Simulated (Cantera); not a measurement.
A perfectly stirred reactor is fed with 20.4 % C3H8, 79.6 % H2, at 11.0 Pa; it is held at 1750 K, and followed from long to short residence time.

Cantera simulation using GRI-Mech 3.0 (53 species, 325 reactions); the numbers are that mechanism's predictions, not measurements. GRI-Mech 3.0 was tuned for natural gas; its chemistry of propane as a main component is partial and can be far from experiment. GRI-Mech 3.0 stops at C3 and has no aromatics, soot or wall deposition, so with more carbon than oxygen in the feed, carbon stays in small species such as C2H2 where larger ones or solid carbon would form. Radical loss at walls, strong at low pressure, is not modelled.

One state of this run: x C3H8 = 0.00196; x H2 = 0.703; x C2H6 = 0.000166; x CH4 = 0.122; x CH3 = 0.0227. x: mole fraction; the columns are a selection and need not sum to one.

**Question.** Which value of τ (s) does it belong to?
(A) 10
(B) 0.0022
(C) 0.35
(D) 0.00042

**Answer.** C, 0.35
